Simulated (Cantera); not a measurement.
Equilibrium for boron, boron nitride and boron oxide: B2H6 + NH3 + H2

A closed system holds: 1 mol B2H6, a varied amount of NH3, 3.7 mol H2, held at 1375 K and 0.000110 bar.

Cantera equilibrium calculation (NASA polynomials, part measured and part estimated; ideal gas, pure solids and liquids). Candidate condensed phases: B, BN; 15 gas species. The feed counts by its element totals alone. Mutual solubility and eutectic melting of coexisting phases are not modelled. Rates play no part.

From 0.35 mol NH3 to 1.9 mol NH3 the condensed part is B(s) + BN(s). From 3.2 mol NH3 to 30 mol NH3 the condensed part is BN(s).

| n(NH3) (mol) | log p H2 | log p N2 | log p H | log p BH2 | log p BH3 | log p NH3 | n B(s) | n BN(s) |
|---|---|---|---|---|---|---|---|---|
| 0.35 | -3.96 | -9.85 | -7.44 | -9.58 | -11.44 | -14.89 | 1.65 | 0.350 |
| 0.62 | -3.96 | -9.85 | -7.44 | -9.58 | -11.44 | -14.89 | 1.38 | 0.620 |
| 1.1 | -3.96 | -9.85 | -7.44 | -9.58 | -11.44 | -14.89 | 0.900 | 1.10 |
| 1.9 | -3.96 | -9.85 | -7.44 | -9.58 | -11.44 | -14.89 | 0.100 | 1.90 |
| 3.2 | -3.98 | -5.26 | -7.46 | -11.89 | -13.76 | -12.63 | 0 | 2.00 |
| 5.6 | -4.01 | -4.93 | -7.47 | -12.08 | -13.97 | -12.51 | 0 | 2.00 |
| 9.8 | -4.03 | -4.77 | -7.48 | -12.19 | -14.08 | -12.46 | 0 | 2.00 |
| 17 | -4.05 | -4.68 | -7.49 | -12.25 | -14.15 | -12.45 | 0 | 2.00 |
| 30 | -4.06 | -4.63 | -7.50 | -12.29 | -14.20 | -12.44 | 0 | 2.00 |
log p: log10 of the partial pressure in bar; n: condensed amount in mol.
